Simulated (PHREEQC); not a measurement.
A PHREEQC input (ion-association model, phreeqc.dat):

```
SOLUTION 1
  temp 25
  units mg/kgw
  pH 6.84 charge
  pe 9.6
  Na 0.136
  K 0.00329
  Ca 3.29
  Mg 0.714
  Cl 0.629
  S(6) 2.29 as SO4
  Alkalinity 10.5 as HCO3
  Li 0.00136
  Zn 0.467
END
USE solution 1
EQUILIBRIUM_PHASES 1
  Gypsum 0 0
  CO2(g) -2.5 10
END
```

It stops with these messages:

```
ERROR: pH adustment cannot attain charge balance when alkalinity is fixed.
ERROR: Program terminating due to input errors.
```

The fault: pH asked from the charge balance while alkalinity is fixed. The line should read `pH 6.84` where the input has `pH 6.84 charge`. With the mend the run ends at pH 6.54 and ionic strength 0.000380 mol/kgw.
